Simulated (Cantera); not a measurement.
What does this Cantera script print?

```python
import numpy as np
import cantera as ct

gas = ct.Solution("gri30.yaml")
gas.TPX = 600, 300000, {'H2': 1, 'O2': 0.455, 'N2': 1.71}
inlet = ct.Reservoir(gas, clone=True)
gas.equilibrate("HP")  # start burning
reactor = ct.IdealGasConstPressureReactor(gas, energy="on", clone=False)
exhaust = ct.Reservoir(gas, clone=True)
tau = [0.027, 0.015, 0.0085, 0.0048, 0.0027, 0.0015, 0.00084, 0.00047, 0.00026, 0.00015, 8.3e-05, 4.6e-05, 2.6e-05][0]
for a, b in ((inlet, reactor), (reactor, exhaust)):
    ct.MassFlowController(a, b, mdot=lambda t: reactor.mass / tau)
net = ct.ReactorNet([reactor])
show = ['H2', 'O2', 'H2O2', 'NO', 'N2O']

rows = []
print(f"{'tau/s':>10s}{'T/K':>9s}" + "".join(f"{s:>11s}" for s in show))
for tau in [0.027, 0.015, 0.0085, 0.0048, 0.0027, 0.0015, 0.00084, 0.00047, 0.00026, 0.00015, 8.3e-05, 4.6e-05, 2.6e-05]:
    net.initial_time = 0.0
    net.advance(30 * tau)
    before = gas.X
    net.advance(40 * tau)
    drift = np.max(np.abs(gas.X - before) / (gas.X + 1e-9))
    rows.append([gas.T, *gas[show].X, drift])
    print(f"{tau:10.3e}{gas.T:9.1f}" + "".join(f"{x:11.3e}" for x in gas[show].X))
```

Result:

```
     tau/s      T/K         H2         O2       H2O2         NO        N2O
 2.700e-02   2586.1  4.080e-02  1.802e-03  2.007e-07  2.013e-03  1.803e-07
 1.500e-02   2583.8  4.092e-02  1.889e-03  2.069e-07  1.920e-03  1.781e-07
 8.500e-03   2580.1  4.112e-02  2.031e-03  2.169e-07  1.780e-03  1.750e-07
 4.800e-03   2573.7  4.147e-02  2.266e-03  2.327e-07  1.575e-03  1.707e-07
 2.700e-03   2563.2  4.208e-02  2.642e-03  2.565e-07  1.308e-03  1.655e-07
 1.500e-03   2545.9  4.310e-02  3.225e-03  2.904e-07  1.004e-03  1.596e-07
 8.400e-04   2520.1  4.463e-02  4.058e-03  3.341e-07  7.222e-04  1.533e-07
 4.700e-04   2483.1  4.677e-02  5.203e-03  3.882e-07  4.914e-04  1.463e-07
 2.600e-04   2431.7  4.956e-02  6.736e-03  4.561e-07  3.196e-04  1.390e-07
 1.500e-04   2370.5  5.261e-02  8.512e-03  5.357e-07  2.122e-04  1.332e-07
 8.300e-05   2289.7  5.618e-02  1.080e-02  6.517e-07  1.410e-04  1.286e-07
 4.600e-05   2194.4  5.983e-02  1.349e-02  8.241e-07  1.004e-04  1.255e-07
 2.600e-05   2089.6  6.335e-02  1.651e-02  1.093e-06  7.635e-05  1.225e-07
```

Computed with Cantera and GRI-Mech 3.0 (53 species, 325 reactions). The hydrogen kinetics of GRI-Mech 3.0 are dated; newer H2 mechanisms differ, most at raised pressure.
